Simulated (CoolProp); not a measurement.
Vapour-liquid equilibrium of acetone (1) + dimethyl carbonate (2) at 0.332 MPa; x and y are mole fractions of (1).

Computed with CoolProp (multi-fluid Helmholtz-energy mixture model, Lemmon 2006 and Zhou 2011; pair parameters Bell 2016).

Problem. Give the bubble temperature and the first vapour's composition at x = 0.05, 0.35, 0.95. Is there an azeotrope?

Solution. x = 0.05: 129.4 °C, y = 0.114; x = 0.35: 115.5 °C, y = 0.556; x = 0.95: 96.9 °C, y = 0.979. No azeotrope shows between x = 0.05 and 0.95.

The pair parameters rest on a limited set of measurements; away from them the model extrapolates. The gap from Raoult's law changes sign with composition, which may be real or a fault of the pair parameters; it wasn't checked against measurements.
